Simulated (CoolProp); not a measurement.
The fluid at 298.15 K and 0.685 MPa expands adiabatically to 0.0823 MPa with isentropic efficiency 0.9. The same conditions are run with several fluids, on thermodynamics alone (safety and materials aside).

The numbers come from the reference Helmholtz-energy equation of state of each fluid (propane: Lemmon 2009; carbonyl sulfide: Lemmon 2006; hydrogen sulfide: Lemmon 2006; ethylene: Smukala 2000) in CoolProp.

Task: Rank propane, carbonyl sulfide, hydrogen sulfide, ethylene by work (kJ/kg), highest first.

Result: ethylene (131), hydrogen sulfide (106), propane (86.7), carbonyl sulfide (60.8)

| fluid | final temperature (K) | final phase | final density (kg/m³) |
|---|---|---|---|
| propane | 229.5 | gas | 1.96 |
| carbonyl sulfide | 218.6 | two-phase, vapour fraction 0.946 | 2.95 |
| hydrogen sulfide | 208.8 | two-phase, vapour fraction 0.952 | 1.73 |
| ethylene | 197.0 | gas | 1.43 |
